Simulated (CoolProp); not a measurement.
Vapour pressure (MPa) of R125: the reference equation beside estimates from Tc = 66.0 °C, pc = 3.618 MPa, ω = 0.305. Clausius-Clapeyron is anchored at -42.05 °C with a constant enthalpy of vaporisation of 19.29 kJ/mol.

The numbers come from the reference Helmholtz-energy equation of state, Lemmon 2005 in CoolProp.

```json
[
 {"T (°C)": "-48.35", "reference": "0.1000", "Clausius-Clapeyron": "0.1019", "Soave-Redlich-Kwong": "0.09963"},
 {"T (°C)": "-42.05", "reference": "0.1351", "Clausius-Clapeyron": "0.1351", "Soave-Redlich-Kwong": "0.1347"},
 {"T (°C)": "-35.75", "reference": "0.1790", "Clausius-Clapeyron": "0.1763", "Soave-Redlich-Kwong": "0.1789"},
 {"T (°C)": "-29.35", "reference": "0.2342", "Clausius-Clapeyron": "0.2279", "Soave-Redlich-Kwong": "0.2345"},
 {"T (°C)": "-23.05", "reference": "0.3005", "Clausius-Clapeyron": "0.2896", "Soave-Redlich-Kwong": "0.3014"},
 {"T (°C)": "-16.65", "reference": "0.3816", "Clausius-Clapeyron": "0.3650", "Soave-Redlich-Kwong": "0.3835"},
 {"T (°C)": "-10.35", "reference": "0.4768", "Clausius-Clapeyron": "0.4535", "Soave-Redlich-Kwong": "0.4799"},
 {"T (°C)": "-4.05", "reference": "0.5888", "Clausius-Clapeyron": "0.5576", "Soave-Redlich-Kwong": "0.5936"},
 {"T (°C)": "2.35", "reference": "0.7217", "Clausius-Clapeyron": "0.6813", "Soave-Redlich-Kwong": "0.7288"},
 {"T (°C)": "8.65", "reference": "0.8734", "Clausius-Clapeyron": "0.8224", "Soave-Redlich-Kwong": "0.8832"},
 {"T (°C)": "14.95", "reference": "1.048", "Clausius-Clapeyron": "0.9847", "Soave-Redlich-Kwong": "1.061"}
]
```

Absolute difference from the reference over all 11 rows, mean and median: Clausius-Clapeyron 3.8 and 4.4 %, Soave-Redlich-Kwong 0.6 and 0.5 %.
